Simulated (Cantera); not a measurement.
Charge: 1 mol borazine, 0.32 mol NH3, 28 mol N2, at 1700 K and 0.000180 bar.

These are equilibrium values from Cantera (NASA tables, ideal gas, pure condensed phases), not measurements of a reactor. Candidate condensed phases: B, BN; 15 gas species. The feed counts by its element totals alone. The numbers say what is thermodynamically allowed, not how fast it happens.

Base state: N2 0.888, H2 0.108, H 0.00361 (mole fractions); condensed: BN(s).

Q: What changes in the equilibrium state with this change: temperature from 1700 K to 1848.15 K?

A: 
| species | before | after |
|---|---|---|
| N2 | 0.888 | 0.884 |
| H2 | 0.108 | 0.103 |
| H | 0.00361 | 0.0127 |
| B | 1.26e-7 | 1.21e-5 |
| BN(s), mol | 3.00 | 3.00 |

Q: What changes in the equilibrium state with this change: pressure from 0.000180 bar to 1.00 bar?

A: 
```
species      before    after
----------  -------  -------
N2            0.888    0.890
H2            0.108    0.110
H           0.00361  4.89e-5
BN(s), mol     3.00     3.00
```
